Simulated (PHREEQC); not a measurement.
## Ultrapure water in contact with air or piping: speciation

Synthetic water in mg/L, 25 °C, pH 5.97, pe 10:

```tsv
constituent	mg/L
Na	0.207
K	0.321
Ca	0.282
Mg	0.035
Cl	0.619
S(6) as SO4	0.595
Alkalinity as HCO3	0.321
B	7.72e-05
F	0.00676
```

Valence states are taken as typed.

The numbers come from PHREEQC with the ion-association model, phreeqc.dat.

Precipitation was switched off in this run.

Predict the charge-balance error.

charge-balance error -1.8 %.

In which forms is C present?

CO2 70 %, HCO3- 29 % of the C.

Complexes and solids missing from the database can't appear. Real BF4- forms and hydrolyses slowly; the run takes it at equilibrium.
